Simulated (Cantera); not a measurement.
An isothermal, constant-pressure homogeneous reactor starts with 54.9 % NH3, 45.1 % N2, at 2398 K and 0.0267 bar.

Computed with Cantera and the gas-phase N/H chemistry of the illustrative SiF4/NH3 mechanism in the Surface Chemkin manual (1991). Walls and surfaces, which speed up NH3 decomposition in real reactors, are not modelled.

x: mole fraction; the columns are a selection and need not sum to one.

```tsv
t (s)	x NH3	x NH2	x H2	x H	x N2
4.00e-5	0.549	0.000445	0.000219	8.66e-6	0.450
0.000153	0.547	[?]	[?]	[?]	0.450
0.000585	0.540	[?]	[?]	[?]	0.449
0.00224	0.507	0.00563	0.0370	0.000151	0.450
0.00856	0.399	0.00401	0.142	0.000461	0.454
0.0327	0.180	0.00209	0.355	0.00129	0.461
0.125	0.0143	0.000359	0.515	0.00401	0.467
0.479	2.71e-6	6.16e-7	0.505	0.0354	0.460
1.83	7.65e-8	3.43e-8	0.481	0.0667	0.452
7.00	6.96e-8	3.16e-8	0.480	0.0673	0.452
```

Problem. Complete the blanks.

Solution. 
- 0.000153, x NH2: 0.00169
- 0.000153, x H2: 0.000891
- 0.000153, x H: 1.01e-5
- 0.000585, x NH2: 0.00514
- 0.000585, x H2: 0.00532
- 0.000585, x H: 3.44e-5
